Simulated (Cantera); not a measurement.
Mixture: CH4 : CO : O2 : N2 = 1 : 0.36 : 1.15 : 4.31 (molar parts), equivalence ratio 1.9, at 1.00 bar, adiabatic and at constant volume. Ignition delay is the time to a rise of 400 K.

Computed with Cantera and GRI-Mech 3.0 (53 species, 325 reactions).

Question: What does this change do: constant pressure in place of constant volume?

Answer: 
| quantity | before | after |
|---|---|---|
| delay at 1050 K | 1.09 s | 1.19 s |
| delay at 1150 K | 0.188 s | 0.205 s |
| delay at 1250 K | 39.5 ms | 43.1 ms |
| delay at 1350 K | 9.70 ms | 10.6 ms |
| apparent activation energy between 1300 and 1400 K | 200 kJ/mol | 200 kJ/mol |
